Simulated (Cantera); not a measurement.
A diamond (100) surface in a fixed gas of H2 with x(CH4) = 0.005, x(H) = 0.012, x(CH3) = 0.0013, at 1323 K; coverages are run to steady state.

Detailed kinetics in Cantera: the Harris–Goodwin 1993 mechanism for the reconstructed diamond (100) surface.

One state of this run: growth (µm/h) = 1.34; θ c6HH = 0.367; θ c6H* = 0.0516; θ c6*H = 0.531; θ c6** = 0.0484; θ c6HM = 0.000256. θ: site fractions in the mechanism's names (c6HH fully hydrogenated, c6H* and c6*H radical sites, c6** diradical, c6HM methylated).

Question: Which value of P (Pa) does it belong to?
A) 1600
B) 4000
C) 410
D) 650

Answer: D, 650
